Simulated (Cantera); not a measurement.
Adiabatic ignition

An adiabatic, constant-volume homogeneous reactor starts with CH4 : O2 : N2 : H2O = 1 : 3.33 : 12.5 : 0.55 (molar parts), equivalence ratio 0.60, at 1700 K and 0.987 atm.

Computed with Cantera and GRI-Mech 3.0 (53 species, 325 reactions).

```csv
t (s),T (K),P (bar),x CH4,x O2,x H2O,x H2,x HCN,x OH,x C2H2
2.00e-6,1700,1.000,0.0575,0.192,0.0316,6.03e-7,<1e-12,2.70e-7,<1e-12
4.11e-6,1700,1.000,0.0575,0.192,0.0316,1.38e-6,<1e-12,3.47e-7,<1e-12
8.46e-6,1700,1.000,0.0575,0.192,0.0317,3.10e-6,<1e-12,4.89e-7,1.40e-12
1.74e-5,1700,1.000,0.0575,0.192,0.0317,7.30e-6,<1e-12,8.22e-7,3.69e-11
3.58e-5,1700,1.000,0.0574,0.192,0.0317,1.99e-5,<1e-12,1.73e-6,1.02e-9
7.37e-5,1700,1.00,0.0569,0.191,0.0320,8.26e-5,<1e-12,5.22e-6,3.89e-8
0.000152,1721,1.01,0.0517,0.188,0.0357,0.00144,9.92e-11,5.65e-5,6.09e-6
0.000312,2732,1.65,<1e-12,0.0754,0.123,0.00658,4.30e-11,0.0226,<1e-12
0.000641,2744,1.65,<1e-12,0.0737,0.124,0.00626,7.25e-11,0.0220,<1e-12
0.00132,2737,1.65,<1e-12,0.0713,0.124,0.00622,1.08e-10,0.0214,<1e-12
0.00271,2730,1.64,<1e-12,0.0689,0.125,0.00617,1.39e-10,0.0209,<1e-12
0.00558,2727,1.64,<1e-12,0.0678,0.125,0.00615,1.52e-10,0.0207,<1e-12
0.0115,2727,1.64,<1e-12,0.0677,0.125,0.00615,1.54e-10,0.0207,<1e-12
0.0236,2727,1.64,<1e-12,0.0677,0.125,0.00615,1.54e-10,0.0207,<1e-12
0.0486,2727,1.64,<1e-12,0.0677,0.125,0.00615,1.54e-10,0.0207,<1e-12
0.100,2727,1.64,<1e-12,0.0677,0.125,0.00615,1.54e-10,0.0207,<1e-12
```
x: mole fraction; the columns are a selection and need not sum to one.

- time of steepest temperature rise = 0.196 ms
- temperature at 0.100 s = 2727 K
- equilibrium temperature = 2727 K
- x(CH4) at 0.100 s = <1e-12 (gas-phase equilibrium <1e-12)
- x(O2) at 0.100 s = 0.0677 (gas-phase equilibrium 0.0677)
- x(H2O) at 0.100 s = 0.125 (gas-phase equilibrium 0.125)
